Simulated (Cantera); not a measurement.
Input (Python, Cantera):

```python
import numpy as np
import cantera as ct

gas = ct.Solution("gri30.yaml")


def delay(T, t_max=10):
    gas.TPX = T, 1100000, {'CH4': 1, 'O2': 1.33, 'N2': 5.01}
    reactor = ct.IdealGasConstPressureReactor(gas, clone=False)
    net = ct.ReactorNet([reactor])
    net.rtol, net.atol = 1e-8, 1e-16
    while net.time < t_max:
        t_old, T_old = net.time, reactor.T
        net.step()
        if reactor.T > T + 400:  # ignition: a rise of 400 K
            return t_old + (T + 400 - T_old) / (reactor.T - T_old) * (net.time - t_old)
    return np.nan


taus = []
for T in [1123, 1198, 1273, 1348, 1423, 1498, 1573, 1648]:
    taus.append(delay(T))
    print(f"T0 = {T:6g} K   tau = {taus[-1]:.4e} s")
```

Output:

```
T0 =   1123 K   tau = 1.4075e-02 s
T0 =   1198 K   tau = 5.3930e-03 s
T0 =   1273 K   tau = 2.2201e-03 s
T0 =   1348 K   tau = 9.6787e-04 s
T0 =   1423 K   tau = 4.4265e-04 s
T0 =   1498 K   tau = 2.1088e-04 s
T0 =   1573 K   tau = 1.0436e-04 s
T0 =   1648 K   tau = 5.3765e-05 s
```

Cantera simulation using GRI-Mech 3.0 (53 species, 325 reactions); the numbers are that mechanism's predictions, not measurements.
